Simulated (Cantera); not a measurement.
A counterflow diffusion flame at 1.00 bar, nozzles 20 mm apart: fuel side H₂ = 1 (molar parts) at 300 K, oxidiser side O₂ : N₂ = 0.25 : 0.75 (molar parts) at 450 K, fuel mass flux 0.31 times the oxidiser's; mixture-averaged transport, no radiation.

Cantera simulation using the H2/O2 subset of GRI-Mech 3.0, which has no nitrogen chemistry; the numbers are that mechanism's predictions, not measurements. The maximum strain rate includes the flame's own expansion and is several times the mean.

x: mole fraction; the columns are a selection and need not sum to one.

| oxidiser flux (kg/m²/s) | max strain (1/s) | mean strain (1/s) | T max (K) | peak x OH | peak x H | peak x H₂O | peak x HO₂ |
|---|---|---|---|---|---|---|---|
| 0.6 | 746 | 154 | 2601 | 0.0277 | 0.0207 | 0.309 | ___ |
| 0.88 | 1050 | 226 | 2557 | 0.0279 | 0.0229 | 0.306 | ___ |
| 1.3 | 1460 | 333 | 2500 | 0.0279 | 0.0257 | 0.303 | ___ |
| 1.9 | 1990 | 487 | 2437 | 0.0278 | 0.0286 | 0.300 | ___ |
| 2.7 | 2660 | 692 | 2374 | 0.0276 | 0.0320 | 0.296 | ___ |
| 4 | 3680 | 1030 | 2297 | 0.0270 | 0.0363 | 0.293 | ___ |
| 5.9 | 5350 | 1510 | 2215 | 0.0260 | 0.0407 | 0.289 | ___ |

### Question
Some entries are withheld; supply them.

### Answer

- 0.6, peak x HO₂: 5.32e-5
- 0.88, peak x HO₂: 6.94e-5
- 1.3, peak x HO₂: 8.85e-5
- 1.9, peak x HO₂: 0.000108
- 2.7, peak x HO₂: 0.000129
- 4, peak x HO₂: 0.000155
- 5.9, peak x HO₂: 0.000181
